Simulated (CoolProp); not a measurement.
A simple Rankine cycle with water: condensing at 297.15 K, boiler at 2.21 MPa, turbine inlet 505.6 K, turbine efficiency 0.85, pump efficiency 0.7, no recuperator. Each further row changes one setting.

The numbers come from the reference Helmholtz-energy equation of state, Wagner 2002 in CoolProp.

```tsv
case	thermal efficiency (%)	net work (kJ/kg)	heat in (kJ/kg)	turbine exit temperature (K)	volume ratio over the turbine
as stated	29.3	805	2740	297.1	383
turbine inlet 525.6 K	29.5	824	2800	297.1	368
condensing temperature 289.15 K	30.5	846	2780	289.1	605
boiler pressure 1.55 MPa	28.1	779	2780	297.1	267
turbine efficiency 0.75	25.9	709	2740	297.1	402
```

The expansion ends wet for: as stated; turbine inlet 525.6 K; condensing temperature 289.15 K; boiler pressure 1.55 MPa; turbine efficiency 0.75.
